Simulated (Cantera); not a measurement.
A perfectly stirred reactor is fed with C2H6 : N2 = 1 : 43 (molar parts), at 750 Torr; it is held at 1125 K, and followed from long to short residence time.

Cantera simulation using GRI-Mech 3.0 (53 species, 325 reactions); the numbers are that mechanism's predictions, not measurements. GRI-Mech 3.0 stops at C3 and has no aromatics, soot or wall deposition, so with more carbon than oxygen in the feed, carbon stays in small species such as C2H2 where larger ones or solid carbon would form.

Task: What does this change do: temperature 1125 to 1848 K?

Result: 
```csv
quantity,before,after
x(C2H6) at τ = 0.410 s,0.00468,1.13e-6
x(CH3) at τ = 0.410 s,1.15e-6,7.37e-5
x(H2) at τ = 0.410 s,0.0188,0.0415
x(CH4) at τ = 0.410 s,0.00167,0.00125
x(C2H4) at τ = 0.410 s,0.0139,2.19e-5
x(C2H6) at τ = 16.0 ms,0.0199,2.37e-5
x(CH3) at τ = 16.0 ms,2.83e-6,0.000327
x(H2) at τ = 16.0 ms,0.00260,0.0378
x(CH4) at τ = 16.0 ms,0.000149,0.00347
x(C2H4) at τ = 16.0 ms,0.00259,0.000136
```

Task: What does this change do: temperature 1125 to 1950 K?

Result: 
```tsv
quantity	before	after
x(C2H6) at τ = 0.410 s	0.00468	4.05e-7
x(CH3) at τ = 0.410 s	1.15e-6	6.93e-5
x(H2) at τ = 0.410 s	0.0188	0.0424
x(CH4) at τ = 0.410 s	0.00167	0.000585
x(C2H4) at τ = 0.410 s	0.0139	1.07e-5
x(C2H6) at τ = 16.0 ms	0.0199	9.40e-6
x(CH3) at τ = 16.0 ms	2.83e-6	0.000327
x(H2) at τ = 16.0 ms	0.00260	0.0399
x(CH4) at τ = 16.0 ms	0.000149	0.00208
x(C2H4) at τ = 16.0 ms	0.00259	6.17e-5
```
